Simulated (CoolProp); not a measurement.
The fluid at 298.15 K and 10.2 MPa expands adiabatically to 1.56 MPa with isentropic efficiency 0.9. The same conditions are run with several fluids, on thermodynamics alone (safety and materials aside).

Values from CoolProp's reference Helmholtz-energy equation of state of each fluid (nitrogen: Span 2000; fluorine: de Reuck 1990; CF4 (R14): Platzer 1990; ethylene: Smukala 2000; C2F6 (R116): Lemmon 2006). The equations of Platzer and Polt are older, rougher fits.

```
fluid        work (kJ/kg)  final temperature (K)                       final phase  final density (kg/m³)
-----------  ------------  ---------------------  --------------------------------  ---------------------
nitrogen              110                  181.5                               gas                      …
fluorine                …                  185.1                               gas                   40.4
CF4 (R14)            27.4                  207.0                               gas                    104
ethylene             37.6                  235.6  two-phase, vapour fraction 0.446                      …
C2F6 (R116)          7.84                      …                                 …                    334
```

Question: Fill in the missing entries.

Answer: 
- nitrogen, final density (kg/m³): 30.4
- fluorine, work (kJ/kg): 81.3
- ethylene, final density (kg/m³): 59.9
- C2F6 (R116), final temperature (K): 266.9
- C2F6 (R116), final phase: two-phase, vapour fraction 0.349
